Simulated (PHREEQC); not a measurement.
## Brine: speciation

Make-up at 20 °C: 1.5 mol/kgw HCl and 0.3 mol/kgw KCl. Closed to the air; pH follows from the charge balance.

Equilibrium calculation in PHREEQC: Pitzer model, pitzer.dat.

Each row changes one thing in this solution. No solid was allowed to form.

```json
[
 {"case": "as made", "pH": "-0.35", "SI of Sylvite (KCl)": "-1.42"},
 {"case": "temperature from 20 to 40 °C", "pH": "-0.31", "SI of Sylvite (KCl)": "?"},
 {"case": "HCl replaced by SrCl2 at the same molality", "pH": "6.50", "SI of Sylvite (KCl)": "-1.21"},
 {"case": "diluted 5-fold with water", "pH": "0.60", "SI of Sylvite (KCl)": "-2.81"},
 {"case": "KCl from 0.3 to 1.5 mol/kgw", "pH": "?", "SI of Sylvite (KCl)": "-0.53"},
 {"case": "KCl from 0.3 to 0.33 mol/kgw", "pH": "?", "SI of Sylvite (KCl)": "-1.37"},
 {"case": "HCl replaced by BaCl2 at the same molality", "pH": "6.77", "SI of Sylvite (KCl)": "-1.38"},
 {"case": "HCl replaced by LiCl at the same molality", "pH": "6.76", "SI of Sylvite (KCl)": "-1.44"},
 {"case": "HCl from 1.5 to 1.65 mol/kgw", "pH": "?", "SI of Sylvite (KCl)": "-1.37"}
]
```

Problem. Fill in the missing entries.

Solution. 
- temperature from 20 to 40 °C, SI of Sylvite (KCl): -1.62
- KCl from 0.3 to 1.5 mol/kgw, pH: -0.47
- KCl from 0.3 to 0.33 mol/kgw, pH: -0.36
- HCl from 1.5 to 1.65 mol/kgw, pH: -0.43

Away from 25 °C the constants follow the database's enthalpies or fits; those with neither stay at their 25 °C values.
